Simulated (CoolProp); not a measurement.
Model: reference Helmholtz-energy equation of state, Thol 2021, in CoolProp.

Give the vapour pressure (MPa), vapour density (kg/m³), enthalpy of vaporisation (kJ/kg), liquid cp (kJ/(kg K)) of saturated chlorine at 332.4, 342.4, 352.4 K.


```json
[
 {"T (K)": "332.4", "p (MPa)": "1.78", "vapour density (kg/m³)": "56.0", "enthalpy of vaporisation (kJ/kg)": "217", "liquid cp (kJ/(kg K))": "1.07"},
 {"T (K)": "342.4", "p (MPa)": "2.19", "vapour density (kg/m³)": "69.4", "enthalpy of vaporisation (kJ/kg)": "207", "liquid cp (kJ/(kg K))": "1.11"},
 {"T (K)": "352.4", "p (MPa)": "2.66", "vapour density (kg/m³)": "85.5", "enthalpy of vaporisation (kJ/kg)": "195", "liquid cp (kJ/(kg K))": "1.15"}
]
```
